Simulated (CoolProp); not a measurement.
Vapour-liquid equilibrium of propane (1) + neopentane (2) at 25.95 °C; x and y are mole fractions of (1).

Values from CoolProp's multi-fluid Helmholtz-energy mixture model, Lemmon 2009 and Lemmon 2006; pair parameters Bell 2016.

Question: Give the bubble pressure and the first vapour's composition at x = 0.25, 0.45, 0.85. Is there an azeotrope?

Answer: x = 0.25: 2.807 bar, y = 0.512; x = 0.45: 3.984 bar, y = 0.753; x = 0.85: 7.988 bar, y = 0.975. No azeotrope shows between x = 0.05 and 0.95.

The pair parameters rest on a limited set of measurements; away from them the model extrapolates.
